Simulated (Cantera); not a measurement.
A closed system holds: 1 mol Hg, 18 mol H₂, equilibrated at 1000 K and 87000 Pa.

Equilibrium computed with Cantera from the NASA thermochemical tables; the gas is ideal and each condensed phase is pure. Candidate condensed phases: Hg; 3 gas species. Rates play no part.

Base state: H₂ 0.947, Hg 0.0526 (mole fractions); condensed: gas only.

What changes in the equilibrium state with this change: Hg replaced by Pb?


```json
[
 {"species": "H₂", "before": "0.947", "after": "1.000"},
 {"species": "Pb", "before": "0", "after": "1.86e-5"},
 {"species": "Hg", "before": "0.0526", "after": "0"},
 {"species": "Pb(l), mol", "before": "0", "after": "1.000"}
]
```
Further candidate phases: Pb.
